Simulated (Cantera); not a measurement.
Charge: 1 mol n-butane, 0.0078 mol O2, 0.23 mol N2, equilibrated at 2750 °C and 1.33 mbar.

Equilibrium computed with Cantera from the NASA thermochemical tables; the gas is ideal and each condensed phase is pure. Candidate condensed phases: C, C6H6, C7H8, C8H18, H2O; 136 gas species. The numbers say what is thermodynamically allowed, not how fast it happens.

Base state: H 0.804, C3 0.0877, C 0.0314, H2 0.0300, N2 0.0143, C2 0.0135, CN 0.00809, C2H 0.00420 (mole fractions); condensed: gas only.

Task: What changes in the equilibrium state with this change: O2 from 0.0078 to 0.32 mol?

Result: 
| species | before | after |
|---|---|---|
| H | 0.804 | 0.778 |
| C3 | 0.0877 | 0.0696 |
| CO | 0.00136 | 0.0539 |
| C2 | 0.0135 | 0.0115 |
| C | 0.0314 | 0.0291 |
| H2 | 0.0300 | 0.0281 |
| N2 | 0.0143 | 0.0141 |
| C5 | 0.000761 | 0.000517 |
| C4H2 | 1.08e-5 | 7.44e-6 |
| C4 | 0.000210 | 0.000154 |

Task: What changes in the equilibrium state with this change: pressure from 1.33 mbar to 2.20 mbar?

Result: 
```
species             before     after
----------------  --------  --------
H                    0.804     0.788
C3                  0.0877    0.0920
H2                  0.0300    0.0476
C                   0.0314    0.0228
C2                  0.0135    0.0118
N2                  0.0143    0.0143
C4H2               1.08e-5   3.56e-5
C2H2 (acetylene)  0.000883   0.00202
C5                0.000761   0.00115
HCN                0.00287   0.00433
HNC               0.000551  0.000831
```
